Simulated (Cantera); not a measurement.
Cantera run:

```python
import numpy as np
import cantera as ct

gas_names = """
    S2 K SO3
""".split()
cond_names = """
    K2SO4(a) K2SO4(b) K2SO4(L)
""".split()


def load(file, names, dense=False):
    # The tables refer to 1 bar. Condensed volumes are neglected.
    table = {s.name: s for s in ct.Species.list_from_file(file)}
    out = []
    for n in names:
        d = dict(table[n].input_data)
        d["thermo"] = dict(d["thermo"], **{"reference-pressure": 1e5})
        if dense:
            d["equation-of-state"] = {"model": "constant-volume", "density": "1e6 g/cm^3"}
        out.append(ct.Species.from_dict(d))
    return out


species = {s.name: s for s in load("nasa_gas.yaml", gas_names) + load("nasa_condensed.yaml", cond_names)}
# Each term lists the table entries of one substance; the one whose range holds T is used.
reactions = {
    '6 K2SO4 + S2(g) = 12 K(g) + 8 SO3(g)':
        [(-6, ['K2SO4(a)', 'K2SO4(b)', 'K2SO4(L)']), (-1, ['S2']), (12, ['K']), (8, ['SO3'])],
}


def pick(names, T):
    return next(species[n] for n in names if species[n].thermo.min_temp <= T <= species[n].thermo.max_temp)


results = []
for label, terms in reactions.items():
    print(label)
    print("     T/K   dH/kJ  dS/(J/K)   dG/kJ   log10 K")
    for T in [300, 2223, 2323, 2423, 2523, 2623, 2723, 2823, 2923]:
        used = [(nu, pick(names, T)) for nu, names in terms]
        dH = sum(nu * s.thermo.h(T) for nu, s in used) / 1e6
        dS = sum(nu * s.thermo.s(T) for nu, s in used) / 1e3
        dG = dH - T * dS / 1e3
        logK = -dG * 1e6 / (ct.gas_constant * T * np.log(10))
        results.append((label, T, dH, dS, dG, logK, [s.name for _, s in used]))
        print(f"{T:8g} {dH:8.1f} {dS:8.1f} {dG:8.1f} {logK:8.2f}")
```

Result:

```
6 K2SO4 + S2(g) = 12 K(g) + 8 SO3(g)
     T/K   dH/kJ  dS/(J/K)   dG/kJ   log10 K
     300   6399.8   2695.9   5591.0  -973.46
    2223   5478.5   1850.4   1365.0   -32.07
    2323   5444.3   1835.4   1180.7   -26.55
    2423   5410.4   1821.1    997.9   -21.51
    2523   5376.8   1807.5    816.5   -16.90
    2623   5343.5   1794.5    636.4   -12.67
    2723   5310.4   1782.2    457.6    -8.78
    2823   5277.8   1770.4    279.9    -5.18
    2923   5245.5   1759.1    103.5    -1.85
```

Source: NASA polynomial tables (part measured, part estimated), evaluated in Cantera. Condensed species are held in their standard states even where they would react or evaporate.
